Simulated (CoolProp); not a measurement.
The numbers come from the reference Helmholtz-energy equation of state, Penoncello 2003 in CoolProp.

For CHF3 (R23), give the phase and the cp (kJ/(kg K)), cv (kJ/(kg K)), Joule-Thomson coefficient (K/MPa), conductivity (mW/(m K)) at -54.15 °C and 76.1 kPa; 92.25 °C and 4140 kPa; 116.95 °C and 14300 kPa.


- -54.15 °C and 76.1 kPa: gas; cp 0.644, cv 0.513, Joule-Thomson coefficient 36.5, conductivity 9.35
- 92.25 °C and 4140 kPa: gas; cp 1.03, cv 0.755, Joule-Thomson coefficient 6.98, conductivity 22.7
- 116.95 °C and 14300 kPa: supercritical; cp 1.54, cv 0.842, Joule-Thomson coefficient 3.02, conductivity 43.6

Thermal conductivity comes from a separate model (Shan 2000).
